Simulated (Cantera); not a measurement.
A perfectly stirred reactor is fed with CH3OH : O2 : N2 = 1 : 1.15 : 4.34 (molar parts), equivalence ratio 1.3, at 210 Torr; it is adiabatic with a 350 K inlet, and is followed from long to short residence time, starting on the burning branch (τ in s: 0.23, 0.078, 0.026, 0.009, 0.0031, 0.001, 0.00035, 0.00012, 4.1e-05).

Computed with Cantera and GRI-Mech 3.0 (53 species, 325 reactions). GRI-Mech 3.0 was tuned for natural gas; its chemistry of methanol as a main component is partial and can be far from experiment.

Question: Predict: blow-out, bracketed by the residence times tried; x(CH3OH) at τ = 0.230 s; x(O2) at τ = 0.230 s; x(CH3) at τ = 0.230 s; x(HO2) at τ = 0.230 s; x(CH3OH) at τ = 3.10 ms; x(O2) at τ = 3.10 ms; x(C2H4) at τ = 3.10 ms; x(CH3) at τ = 3.10 ms; x(HO2) at τ = 3.10 ms.

Answer: 
```json
{
  "blow_out_bracketed_by_the_residence_times_tried": "burning at 0.350 ms, out at 0.120 ms",
  "x(CH3OH) at τ = 0.230 s": "1.06e-6",
  "x(O2) at τ = 0.230 s": "0.000725",
  "x(CH3) at τ = 0.230 s": "4.69e-7",
  "x(HO2) at τ = 0.230 s": "1.31e-7",
  "x(CH3OH) at τ = 3.10 ms": "2.76e-5",
  "x(O2) at τ = 3.10 ms": "0.00548",
  "x(C2H4) at τ = 3.10 ms": "5.23e-9",
  "x(CH3) at τ = 3.10 ms": "1.74e-5",
  "x(HO2) at τ = 3.10 ms": "1.33e-6"
}
```
